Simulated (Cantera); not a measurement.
**Thermodynamics of silicon oxide and oxynitride deposition, feed SiH4 + CO2 + N2 + O3**

Feed: 1 mol SiH4, 19 mol CO2, 120 mol N2, 0.083 mol O3, equilibrated at 673.15 K.

Method: chemical equilibrium by Gibbs-energy minimisation in Cantera with the NASA 1993 tables (ideal gas, pure condensed phases). Candidate condensed phases: C, C6H6, C7H8, C8H18, H2O, Si, SiC, SiO2, Si2N2O, Si3N4; 151 gas species. Kinetics and transport are ignored.

| P (Pa) | log p N2 | log p CO2 | log p CO | log p H2O | log p H2 | log p CH4 | log p NH3 | n SiO2(α-quartz) | n C(graphite) |
|---|---|---|---|---|---|---|---|---|---|
| 5 | -4.37 | -5.23 | -6.06 | -6.60 | -6.34 | -14.26 | -13.57 | 1.00 | 0 |
| 17 | -3.84 | -4.70 | -5.53 | -6.07 | -5.81 | -12.67 | -12.50 | 1.00 | 0 |
| 59 | -3.30 | -4.16 | -4.99 | -5.53 | -5.27 | -11.05 | -11.42 | 1.00 | 0 |
| 210 | -2.75 | -3.61 | -4.44 | -4.98 | -4.72 | -9.39 | -10.32 | 1.00 | 0 |
| 710 | -2.22 | -3.08 | -3.91 | -4.45 | -4.19 | -7.81 | -9.26 | 1.00 | 0 |
| 2400 | -1.69 | -2.55 | -3.38 | -3.92 | -3.66 | -6.23 | -8.21 | 1.00 | 0 |
| 8400 | -1.14 | -1.99 | -3.06 | -3.24 | -3.22 | -5.25 | -7.27 | 1.00 | 0.616 |
| 29000 | -0.60 | -1.45 | -2.79 | -2.58 | -2.83 | -4.48 | -6.42 | 1.00 | 1.09 |
| 100000 | -0.07 | -0.91 | -2.52 | -1.97 | -2.49 | -3.79 | -5.64 | 1.00 | 1.39 |
log p: log10 of the partial pressure in bar; n: condensed amount in mol.

From 5.00 Pa to 2400 Pa the condensed part is SiO2(α-quartz). From 8400 Pa to 100000 Pa the condensed part is C(graphite) + SiO2(α-quartz).
